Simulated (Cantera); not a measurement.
Mixture: 43.1 % H₂, 12.0 % O₂, 44.9 % N₂, equivalence ratio 1.8, at 1.00 bar, adiabatic and at constant volume. Ignition delay is the time to a rise of 400 K.

Computed with Cantera and the H2/O2 subset of GRI-Mech 3.0, which has no nitrogen chemistry.

**Question.** At T0 = 1225 K, what is the delay, and which 6 reactions control it most (d ln τ / d ln k, from doubling and halving each rate constant)?

**Answer.** The delay is 42.5 µs.
```csv
reaction,d ln τ / d ln k,faster rate
H + O2 <=> O + OH,-0.81,shortens it
H2 + O <=> H + OH,-0.11,shortens it
H + HO2 <=> H2 + O2,-0.05,shortens it
H2 + OH <=> H + H2O,-0.04,shortens it
H + O2 + M <=> HO2 + M,0.04,lengthens it
H + O2 + N2 <=> HO2 + N2,0.02,lengthens it
```
